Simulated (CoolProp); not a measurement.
Properties of dodecamethylcyclohexasiloxane (D6) along the isotherm 283.65 °C (Tc = 372.6 °C, pc = 9.614 bar, ω = 0.736).

Model: reference Helmholtz-energy equation of state, Colonna 2008, in CoolProp. It is a short technical equation, of lower accuracy than the large ones.

```
p (bar)   phase        Z  cp (kJ/(kg K))  speed of sound (m/s)  isothermal compressibility (1/MPa)  fugacity coefficient
-------  ------  -------  --------------  --------------------  ----------------------------------  --------------------
4.37     liquid  0.06491           2.120                 253.3                             0.02714                0.4463
6.56     liquid  0.09687           2.114                 259.4                             0.02565                0.3071
8.74     liquid   0.1284           2.109                 265.2                             0.02434                0.2380
10.9     liquid   0.1593           2.104                 270.7                             0.02318                0.1970
13.1     liquid   0.1905           2.099                 276.1                             0.02212                0.1692
15.3     liquid   0.2214           2.095                 281.3                             0.02117                0.1496
17.5     liquid   0.2521           2.092                 286.4                             0.02030                0.1350
19.7     liquid   0.2825           2.088                 291.2                             0.01951                0.1238
21.9     liquid   0.3128           2.085                 295.9                             0.01879                0.1149
24       liquid   0.3414           2.082                 300.3                             0.01815                0.1080
```
